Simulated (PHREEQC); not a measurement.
0.51 g of hydrous ferric oxide (600 m²/g; 0.2 weak and 0.005 strong sites per Fe, Dzombak-Morel constants, diffuse double layer) in 1 kg of water with 0.01 mol/kgw of an inert sodium salt and 0.00011 mol Na2SO4 and 7.1e-05 mol SrCl2, at 25 °C; the pH is set by adding NaOH or the inert anion's acid. O2 is buffered at 0.21 atm. No CO2 enters from the air. Nothing may precipitate in this run.

Computed with PHREEQC (ion-association model, wateq4f.dat).

```csv
pH,S sorbed (%),Sr sorbed (%),surface charge σ (C/m²)
4,99.9,0.0,0.180
4.67,[?],0.0,0.116
5.33,98.2,0.0,0.069
6,85.9,0.1,0.038
6.67,44.9,0.6,0.022
7.33,[?],4.9,0.011
8,0.7,24.3,[?]
8.67,0.0,47.6,-0.006
9.33,0.0,84.8,-0.017
10,0.0,98.8,[?]
10.67,0.0,99.9,-0.066
11.33,0.0,100.0,-0.117
12,0.0,100.0,-0.205
```

Problem. What belongs in the gaps?

Solution. 
- 4.67, S sorbed (%): 99.8
- 7.33, S sorbed (%): 8.8
- 8, surface charge σ (C/m²): 0.002
- 10, surface charge σ (C/m²): -0.035

Complexes and solids missing from the database can't appear.
